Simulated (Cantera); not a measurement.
## Equilibrium for fluorocarbon and chlorocarbon gases: CCl₄ + H₂

Input: 1 mol CCl₄, 18 mol H₂, held at 7.50 Torr.

Equilibrium computed with Cantera from the NASA thermochemical tables; the gas is ideal and each condensed phase is pure. Candidate condensed phases: C, C₆H₆, C₇H₈, C₈H₁₈; 91 gas species. Kinetics and transport are ignored.

| T (K) | x H | x H₂ | x HCl | x Cl | x C | x C₂H₂ (acetylene) | x C₃ | x C₂H | n C(graphite) |
|---|---|---|---|---|---|---|---|---|---|
| 1500 | 0.000157 | 0.800 | 0.200 | 3.17e-5 | <1e-12 | 7.22e-6 | <1e-12 | 2.68e-12 | 0.999 |
| 1700 | 0.00132 | 0.799 | 0.200 | 0.000256 | 1.51e-12 | 5.86e-5 | <1e-12 | 5.40e-10 | 0.998 |
| 1900 | 0.00707 | 0.793 | 0.198 | 0.00133 | 3.15e-10 | 0.000303 | 2.07e-10 | 3.53e-8 | 0.988 |
| 2100 | 0.0274 | 0.775 | 0.192 | 0.00500 | 2.37e-8 | 0.00112 | 2.89e-8 | 1.02e-6 | 0.954 |
| 2300 | 0.0824 | 0.724 | 0.176 | 0.0144 | 8.37e-7 | 0.00313 | 1.67e-6 | 1.61e-5 | 0.867 |
| 2500 | 0.198 | 0.618 | 0.144 | 0.0326 | 1.66e-5 | 0.00669 | 4.97e-5 | 0.000154 | 0.683 |
| 2700 | 0.381 | 0.450 | 0.0980 | 0.0577 | 0.000212 | 0.0106 | 0.000880 | 0.000954 | 0.313 |
| 2900 | 0.590 | 0.263 | 0.0519 | 0.0797 | 0.00139 | 0.00656 | 0.00411 | 0.00218 | 0 |
| 3100 | 0.748 | 0.124 | 0.0223 | 0.0913 | 0.00483 | 0.00147 | 0.00477 | 0.00175 | 0 |
| 3300 | 0.827 | 0.0512 | 0.00884 | 0.0955 | 0.0116 | 0.000208 | 0.00287 | 0.000849 | 0 |
x: gas mole fraction; n: condensed amount in mol.

From 1500 K to 2700 K the condensed part is C(graphite). From 2900 K to 3300 K nothing is condensed. The main C-bearing gas is CH₄ at 1500 K and C at 3300 K.
